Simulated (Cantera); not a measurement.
Charge: 1 mol SiCl₄, 1.3 mol HCl, 0.53 mol H₂, at 977 °C and 1.00 bar.

These are equilibrium values from Cantera (NASA tables, ideal gas, pure condensed phases), not measurements of a reactor. Candidate condensed phases: Si; 19 gas species. The tables' values for SiCl₃ are old estimates; treat these amounts as uncertain. Kinetics and transport are ignored.

Base state: HCl 0.466, SiCl₄ 0.345, H₂ 0.181, SiHCl₃ 0.00477, SiCl₃ 0.00253, SiCl₂ 0.000132 (mole fractions); condensed: gas only.

Question: What changes in the equilibrium state with this change: 0.16 mol NH₃ added?

Answer: 
| species | before | after |
|---|---|---|
| HCl | 0.466 | 0.421 |
| SiCl₄ | 0.345 | 0.308 |
| H₂ | 0.181 | 0.236 |
| N₂ | 0 | 0.0254 |
| SiH₂Cl₂ | 8.95e-6 | 1.67e-5 |
| SiCl₂ | 0.000132 | 0.000188 |
| SiHCl₃ | 0.00477 | 0.00614 |
| SiCl₃ | 0.00253 | 0.00285 |
Further candidate phases: NH₄Cl, Si₃N₄.
